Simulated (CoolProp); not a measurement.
Computed with CoolProp (reference Helmholtz-energy equation of state, Beckmüller 2019).

Question: For n-octane, give the phase and the isothermal compressibility (1/MPa), expansivity (1/kK), viscosity (µPa s) at 489.9 K and 620 kPa; 586.2 K and 14700 kPa; 325.6 K and 16.7 kPa.

Answer: 
- 489.9 K and 620 kPa: gas; isothermal compressibility 2.04, expansivity 4.10, viscosity 9.48
- 586.2 K and 14700 kPa: supercritical; isothermal compressibility 0.0107, expansivity 1.99, viscosity 77.6
- 325.6 K and 16.7 kPa: liquid; isothermal compressibility 0.00163, expansivity 1.23, viscosity 377

Viscosity comes from a separate model (Huber 2004).
